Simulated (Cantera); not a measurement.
A Cantera script and its output.

```python
import numpy as np
import cantera as ct

gas = ct.Solution("gri30.yaml")
gas.TPX = 425, 100000, {'C3H8': 1, 'O2': 2.78, 'N2': 8.89, 'CO2': 1.7}
inlet = ct.Reservoir(gas, clone=True)
gas.equilibrate("HP")  # start burning
reactor = ct.IdealGasConstPressureReactor(gas, energy="on", clone=False)
exhaust = ct.Reservoir(gas, clone=True)
tau = [0.46, 0.12, 0.031, 0.008, 0.0021, 0.00054, 0.00014, 3.6e-05, 9.4e-06][0]
for a, b in ((inlet, reactor), (reactor, exhaust)):
    ct.MassFlowController(a, b, mdot=lambda t: reactor.mass / tau)
net = ct.ReactorNet([reactor])
show = ['C3H8', 'O2', 'CO2', 'N2O', 'CH3', 'CH4', 'HO2']

rows = []
print(f"{'tau/s':>10s}{'T/K':>9s}" + "".join(f"{s:>11s}" for s in show))
for tau in [0.46, 0.12, 0.031, 0.008, 0.0021, 0.00054, 0.00014, 3.6e-05, 9.4e-06]:
    net.initial_time = 0.0
    net.advance(30 * tau)
    before = gas.X
    net.advance(40 * tau)
    drift = np.max(np.abs(gas.X - before) / (gas.X + 1e-9))
    rows.append([gas.T, *gas[show].X, drift])
    print(f"{tau:10.3e}{gas.T:9.1f}" + "".join(f"{x:11.3e}" for x in gas[show].X))
```

Output:

```
     tau/s      T/K       C3H8         O2        CO2        N2O        CH3        CH4        HO2
 4.600e-01   1763.3  1.242e-06  2.557e-04  1.001e-01  6.518e-10  9.833e-05  2.452e-03  3.476e-08
 1.200e-01   1765.6  4.073e-06  6.504e-04  1.032e-01  1.170e-09  1.881e-04  3.046e-03  1.138e-07
 3.100e-02   1760.4  1.322e-05  1.574e-03  1.059e-01  2.012e-09  3.423e-04  3.492e-03  3.764e-07
 8.000e-03   1740.3  4.409e-05  3.845e-03  1.082e-01  3.049e-09  6.011e-04  4.079e-03  1.322e-06
 2.100e-03   1676.4  1.872e-04  1.091e-02  1.114e-01  5.164e-09  1.012e-03  5.825e-03  6.014e-06
 5.400e-04    425.0  6.959e-02  1.935e-01  1.183e-01 -3.982e-23 -2.834e-21 -7.220e-17 -1.353e-19
 1.400e-04    425.0  6.959e-02  1.935e-01  1.183e-01 -2.225e-26 -1.583e-24 -4.035e-20 -6.773e-23
 3.600e-05    425.0  6.959e-02  1.935e-01  1.183e-01 -1.406e-27 -9.997e-26 -2.549e-21 -2.373e-24
 9.400e-06    425.0  6.959e-02  1.935e-01  1.183e-01 -8.879e-29 -6.315e-27 -1.610e-22  3.475e-25
```

Detailed kinetics in Cantera: GRI-Mech 3.0 (53 species, 325 reactions). GRI-Mech 3.0 was tuned for natural gas; its chemistry of propane as a main component is partial and can be far from experiment.
